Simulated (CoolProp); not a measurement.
Vapour-liquid equilibrium of isobutene (1) + acetone (2) at 0.235 MPa; x and y are mole fractions of (1).

Computed with CoolProp (multi-fluid Helmholtz-energy mixture model, Lemmon 2005 and Lemmon 2006; pair parameters Bell 2016).

```tsv
x	bubble temperature (K)	y at the bubble point	dew temperature at overall composition x (K)	liquid density (mol/L)
0.05	341.6	0.366	354.4	12.45
0.125	325.5	0.646	351.7	12.51
0.2	315.1	0.770	348.8	12.46
0.275	308.5	0.832	345.7	12.33
0.35	304.1	0.866	?	12.17
0.425	?	0.888	338.7	11.98
0.5	299.1	0.902	334.7	11.79
0.575	297.5	0.914	330.3	11.59
0.65	296.2	0.924	325.2	11.40
0.725	294.9	?	?	11.22
0.8	293.6	0.947	?	11.05
0.875	292.3	0.962	302.9	10.89
0.95	290.8	0.983	293.4	?
```

Complete the blanks.


- 0.35, dew temperature at overall composition x (K): 342.3
- 0.425, bubble temperature (K): 301.2
- 0.725, y at the bubble point: 0.935
- 0.725, dew temperature at overall composition x (K): 319.3
- 0.8, dew temperature at overall composition x (K): 312.1
- 0.95, liquid density (mol/L): 10.75

No azeotrope shows between x = 0.05 and 0.95.

The pair parameters rest on a limited set of measurements; away from them the model extrapolates. With so large a gap from Raoult's law the liquid may split in two, which this calculation doesn't test in full.
